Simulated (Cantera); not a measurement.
# Carbothermic reduction: Fe₃O₄ + CO

A closed system holds: 1 mol Fe₃O₄, a varied amount of CO, equilibrated at 1100 K and 1 atm.

Equilibrium computed with Cantera from the NASA thermochemical tables; the gas is ideal and each condensed phase is pure. Candidate condensed phases: C, Fe, Fe(CO)₅, FeO, Fe₂O₃, Fe₃O₄; 15 gas species. Mutual solubility and eutectic melting of coexisting phases are not modelled. The tables' stoichiometric FeO is somewhat more stable than real wüstite, so its field is too wide. FeO: taken at fixed stoichiometry. The numbers say what is thermodynamically allowed, not how fast it happens.

From 0.63 mol CO to 1 mol CO the condensed part is FeO(s) + Fe₃O₄(s). From 1.3 mol CO to 4.6 mol CO the condensed part is FeO(s). From 5.9 mol CO to 9.7 mol CO the condensed part is Fe(α) + FeO(s).

```json
[
 {"n(CO) (mol)": "0.63", "log p CO₂": "-0.02", "log p CO": "-1.27", "n FeO(s)": "1.79", "n Fe₃O₄(s)": "0.403", "n Fe(α)": "0"},
 {"n(CO) (mol)": "0.81", "log p CO₂": "-0.02", "log p CO": "-1.27", "n FeO(s)": "2.30", "n Fe₃O₄(s)": "0.232", "n Fe(α)": "0"},
 {"n(CO) (mol)": "1", "log p CO₂": "-0.02", "log p CO": "-1.27", "n FeO(s)": "2.84", "n Fe₃O₄(s)": "0.0524", "n Fe(α)": "0"},
 {"n(CO) (mol)": "1.3", "log p CO₂": "-0.11", "log p CO": "-0.63", "n FeO(s)": "3.00", "n Fe₃O₄(s)": "0", "n Fe(α)": "0"},
 {"n(CO) (mol)": "1.7", "log p CO₂": "-0.22", "log p CO": "-0.38", "n FeO(s)": "3.00", "n Fe₃O₄(s)": "0", "n Fe(α)": "0"},
 {"n(CO) (mol)": "2.2", "log p CO₂": "-0.34", "log p CO": "-0.26", "n FeO(s)": "3.00", "n Fe₃O₄(s)": "0", "n Fe(α)": "0"},
 {"n(CO) (mol)": "2.8", "log p CO₂": "-0.44", "log p CO": "-0.19", "n FeO(s)": "3.00", "n Fe₃O₄(s)": "0", "n Fe(α)": "0"},
 {"n(CO) (mol)": "3.6", "log p CO₂": "-0.55", "log p CO": "-0.14", "n FeO(s)": "3.00", "n Fe₃O₄(s)": "0", "n Fe(α)": "0"},
 {"n(CO) (mol)": "4.6", "log p CO₂": "-0.66", "log p CO": "-0.10", "n FeO(s)": "3.00", "n Fe₃O₄(s)": "0", "n Fe(α)": "0"},
 {"n(CO) (mol)": "5.9", "log p CO₂": "-0.73", "log p CO": "-0.08", "n FeO(s)": "2.92", "n Fe₃O₄(s)": "0", "n Fe(α)": "0.0763"},
 {"n(CO) (mol)": "7.6", "log p CO₂": "-0.73", "log p CO": "-0.08", "n FeO(s)": "2.61", "n Fe₃O₄(s)": "0", "n Fe(α)": "0.386"},
 {"n(CO) (mol)": "9.7", "log p CO₂": "-0.73", "log p CO": "-0.08", "n FeO(s)": "2.23", "n Fe₃O₄(s)": "0", "n Fe(α)": "0.770"}
]
```
log p: log10 of the partial pressure in bar; n: condensed amount in mol.
